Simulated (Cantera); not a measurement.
A freely propagating, adiabatic, planar premixed flame of CH4 : O2 : N2 = 1 : 1.54 : 7.54 (molar parts), equivalence ratio 1.3, unburnt at 373 K and 70000 Pa; mixture-averaged transport, grid criteria slope 0.08 and curve 0.16, no radiation.

Cantera simulation using GRI-Mech 3.0 (53 species, 325 reactions); the numbers are that mechanism's predictions, not measurements. Burning velocities carry a grid error of a few per cent, more on coarse grids.

Problem. What does this change do: inlet temperature 373 to 398 K?

Solution. 
| quantity | before | after |
|---|---|---|
| laminar burning velocity | 18.1 cm/s | 21.4 cm/s |
| thermal thickness | 1.33 mm | 1.22 mm |
| peak x(CH2O) | 0.000686 | 0.000704 |
| peak x(CO) | 0.0552 | 0.0558 |
| peak x(H2) | 0.0394 | 0.0395 |

Problem. What does this change do: 0.15 parts H2O added?

Solution. 
| quantity | before | after |
|---|---|---|
| laminar burning velocity | 18.1 cm/s | 16.1 cm/s |
| thermal thickness | 1.33 mm | 1.48 mm |
| peak x(CH2O) | 0.000686 | 0.000664 |
| peak x(CO) | 0.0552 | 0.0530 |
| peak x(H2) | 0.0394 | 0.0404 |
